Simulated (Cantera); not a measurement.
# Al + CO₂ + H₂ (metals in furnace atmospheres)

Charge: 1 mol Al, 5 mol CO₂, a varied amount of H₂, at 1575 K and 900 Torr.

Equilibrium computed with Cantera from the NASA thermochemical tables; the gas is ideal and each condensed phase is pure. Candidate condensed phases: Al, Al₂O₃, C, C₆H₆, C₇H₈, C₈H₁₈, H₂O; 121 gas species. Gases not in the tables: Al(OH)₃. Kinetics and transport are ignored.

```tsv
n(H₂) (mol)	log p H₂	log p CO	log p CO₂	log p H₂O	log p H	log p OH	log p CH₄	log p HCHO (formaldehyde)	n Al₂O₃(s)
2	-0.96	-0.31	-0.44	-0.63	-4.86	-5.97	-8.30	-7.63	0.500
2.9	-0.76	-0.31	-0.58	-0.57	-4.76	-6.01	-7.75	-7.43	0.500
3.8	-0.62	-0.31	-0.71	-0.55	-4.69	-6.06	-7.36	-7.30	0.500
4.7	-0.52	-0.33	-0.82	-0.55	-4.64	-6.11	-7.08	-7.21	0.500
5.6	-0.45	-0.35	-0.92	-0.56	-4.60	-6.16	-6.86	-7.16	0.500
6.4	-0.39	-0.37	-1.01	-0.57	-4.58	-6.19	-6.71	-7.12	0.500
7.3	-0.35	-0.39	-1.09	-0.58	-4.55	-6.23	-6.57	-7.10	0.500
8.2	-0.31	-0.41	-1.17	-0.60	-4.53	-6.27	-6.46	-7.08	0.500
9.1	-0.27	-0.43	-1.24	-0.62	-4.52	-6.30	-6.36	-7.07	0.500
10	-0.24	-0.45	-1.31	-0.64	-4.50	-6.34	-6.28	-7.06	0.500
11	-0.22	-0.48	-1.38	-0.66	-4.49	-6.37	-6.21	-7.06	0.500
```
log p: log10 of the partial pressure in bar; n: condensed amount in mol.

From 2 mol H₂ to 11 mol H₂ the condensed part is Al₂O₃(s).
